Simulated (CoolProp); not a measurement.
A single-stage vapour-compression cycle with fluoroethane (R161): evaporating at 279.15 K (dew point), condensing at 349.15 K (bubble point), superheat 5 K, subcooling 0 K, compressor efficiency 0.9, no pressure losses. Each further row changes one setting.

The numbers come from the reference Helmholtz-energy equation of state, Wu 2012 in CoolProp.

| case | cooling COP | pressure ratio | discharge temperature (K) | refrigerating effect (kJ/kg) | volumetric capacity (kJ/m³) |
|---|---|---|---|---|---|
| as stated | 2.25 | 5.72 | 380.6 | 205 | 2470 |
| evaporating temperature 284.15 K | 2.53 | 4.90 | ? | 209 | 2920 |
| condensing temperature 344.15 K | 2.56 | ? | 374.4 | 220 | 2640 |
| subcooling 5 K | ? | 5.72 | 380.6 | 220 | ? |
| superheat 15 K | ? | 5.72 | 389.7 | 219 | 2510 |
| compressor efficiency 0.8 | 2.00 | 5.72 | ? | 205 | 2470 |

Task: Some entries are withheld; supply them.

Result: 
- evaporating temperature 284.15 K, discharge temperature (K): 378.2
- condensing temperature 344.15 K, pressure ratio: 5.17
- subcooling 5 K, cooling COP: 2.42
- subcooling 5 K, volumetric capacity (kJ/m³): 2650
- superheat 15 K, cooling COP: 2.28
- compressor efficiency 0.8, discharge temperature (K): 386.2
